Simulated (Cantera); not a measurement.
## Adiabatic ignition

An adiabatic, constant-pressure homogeneous reactor starts with C3H8 : O2 : N2 = 1 : 9.43 : 53.8 (molar parts), at 1700 K and 760 Torr.

Model: GRI-Mech 3.0 (53 species, 325 reactions), integrated in Cantera. GRI-Mech 3.0 was tuned for natural gas; its chemistry of propane as a main component is partial and can be far from experiment.

```
t (s)     T (K)   x C3H8    x O2     x HO2     x NO2     x C2H  x CH2CO       x O
--------  -----  -------  ------  --------  --------  --------  -------  --------
4.00e-6    1684   0.0129   0.146  0.000130    <1e-12  7.21e-10  1.27e-5   2.89e-5
1.50e-5    1733  0.00241   0.132  0.000513  1.86e-10   4.65e-7  0.00110  0.000257
5.59e-5    2103   <1e-12  0.0694   6.36e-6   4.06e-9    <1e-12   <1e-12    0.0162
0.000209   2258   <1e-12  0.0676   4.02e-6   3.21e-8    <1e-12   <1e-12    0.0103
0.000782   2401   <1e-12  0.0671   3.41e-6   2.16e-7    <1e-12   <1e-12   0.00404
0.00293    2434   <1e-12  0.0665   3.81e-6   7.52e-7    <1e-12   <1e-12   0.00268
0.0109     2429   <1e-12  0.0651   3.71e-6   2.26e-6    <1e-12   <1e-12   0.00259
0.0409     2421   <1e-12  0.0627   3.53e-6   4.91e-6    <1e-12   <1e-12   0.00242
0.153      2418   <1e-12  0.0619   3.46e-6   5.81e-6    <1e-12   <1e-12   0.00237
0.572      2418   <1e-12  0.0619   3.46e-6   5.81e-6    <1e-12   <1e-12   0.00237
2.14       2418   <1e-12  0.0619   3.46e-6   5.81e-6    <1e-12   <1e-12   0.00237
8.00       2418   <1e-12  0.0619   3.46e-6   5.81e-6    <1e-12   <1e-12   0.00237
```
x: mole fraction; the columns are a selection and need not sum to one.

```json
{
  "time_of_steepest_temperature_rise": "22.2 µs",
  "temperature at 8.00 s": "2418 K",
  "equilibrium_temperature": "2418 K",
  "x(C3H8) at 8.00 s": "<1e-12 (gas-phase equilibrium <1e-12)",
  "x(O2) at 8.00 s": "0.0619 (gas-phase equilibrium 0.0619)",
  "x(HO2) at 8.00 s": "3.46e-6 (gas-phase equilibrium 3.46e-6)"
}
```
